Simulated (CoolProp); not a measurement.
Vapour-liquid equilibrium of CHF3 (R23) (1) + C2F6 (R116) (2) at 2.01 bar; x and y are mole fractions of (1).

Model: multi-fluid Helmholtz-energy mixture model, Penoncello 2003 and Lemmon 2006; pair parameters Bell 2016, in CoolProp.

Problem. Give the bubble temperature and the first vapour's composition at x = 0.05, 0.75, 0.85. Is there an azeotrope?

Solution. x = 0.05: 205.3 K, y = 0.181; x = 0.75: 198.6 K, y = 0.642; x = 0.85: 199.5 K, y = 0.714. y crosses x between x = 0.55 and 0.65: the model has an azeotrope there.

Pair parameters are fitted to limited data, so mixtures are less certain than the pure fluids.
